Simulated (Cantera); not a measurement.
Fluorocarbon and chlorocarbon gases: CF₄ + H₂

Input: 1 mol CF₄, 0.07 mol H₂, equilibrated at 2027 °C and 0.0750 Torr.

Cantera equilibrium calculation (NASA polynomials, part measured and part estimated; ideal gas, pure solids and liquids). Candidate condensed phases: C, C₆H₆, C₇H₈, C₈H₁₈; 95 gas species. Kinetics and transport are ignored.

```yaml
x(F): 0.906
x(CF₂): 0.0425
x(HF): 0.0364
x(CF): 0.0151
x(C₃): 0.000167
x(C): 8.37e-5
x(CF₃): 4.98e-5
x(H): 4.47e-5
x(CF₄): 1.97e-5
n(C(graphite)): 0.776 mol
gas_amount: 3.837 mol
```
